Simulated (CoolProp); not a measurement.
A Linde-Hampson liquefier for normal hydrogen: isothermal reversible compression at 290 K from 1 atm to 15 MPa, throttling to 1 atm, return gas leaving the recuperator 10 K below the feed. Each further row changes one setting.

Values from CoolProp's reference Helmholtz-energy equation of state, Leachman 2009.

| case | compression work (kJ/kg of gas) |
|---|---|
| as stated | 6090 |
| high pressure 30 MPa | 7030 |
| warm-end temperature 320 K | 6710 |
| warm-end gap 15 K | 6090 |
